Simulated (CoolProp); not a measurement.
A simple Rankine cycle with cis-2-butene: condensing at 301.15 K, boiler at 3.35 MPa, turbine inlet 436.2 K, turbine efficiency 0.7, pump efficiency 0.7, no recuperator. Each further row changes one setting.

Computed with CoolProp (reference Helmholtz-energy equation of state, Lemmon 2005). It is a short technical equation, of lower accuracy than the large ones.

```csv
case,thermal efficiency (%),net work (kJ/kg),heat in (kJ/kg),turbine exit temperature (K),volume ratio over the turbine
as stated,14.5,78.3,540,345.6,17.1
turbine inlet 456.2 K,14.8,88.0,596,372.5,15.8
condensing temperature 293.15 K,15.5,86.5,558,339.6,22.0
boiler pressure 2.34 MPa,13.4,77.4,577,367.6,10.5
turbine efficiency 0.6,12.2,66.1,540,352.8,17.5
```
